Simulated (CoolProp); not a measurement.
Neopentane along the isobar 1330 kPa: Z from the reference equation and from simpler models built on Tc = 433.7 K, pc = 3196 kPa, ω = 0.196; each cubic takes its own stable root.

Computed with CoolProp (reference Helmholtz-energy equation of state, Lemmon 2006). It is a short technical equation, of lower accuracy than the large ones.

```
T (K)  phase  reference
-----  -----  ---------
410.7    gas     0.8023
420.6    gas     0.8208
430.6    gas     0.8369
440.5    gas     0.8508
450.5    gas     0.8631
460.4    gas     0.8740
470.4    gas     0.8837
480.3    gas     0.8924
490.3    gas     0.9003
500.2    gas     0.9074
510.2    gas     0.9140
520.1    gas     0.9199
530.1    gas     0.9253
540      gas     0.9303
550      gas     0.9349
```

### Question
How far does each simpler model (Pitzer virial, van der Waals, Redlich-Kwong, Soave-Redlich-Kwong, Peng-Robinson) lie from the reference over these 15 states: mean and median of the absolute difference, and the worst?

### Answer
- Pitzer virial: mean 1.0 %, median 0.7 %, worst +3.1 % at 410.7 K and 1330 kPa
- van der Waals: mean 1.2 %, median 0.6 %, worst +4.2 % at 410.7 K and 1330 kPa
- Redlich-Kwong: mean 0.5 %, median 0.5 %, worst +0.8 % at 410.7 K and 1330 kPa
- Soave-Redlich-Kwong: mean 0.2 %, median 0.2 %, worst +0.4 % at 550 K and 1330 kPa
- Peng-Robinson: mean 1.4 %, median 1.4 %, worst -1.8 % at 420.6 K and 1330 kPa
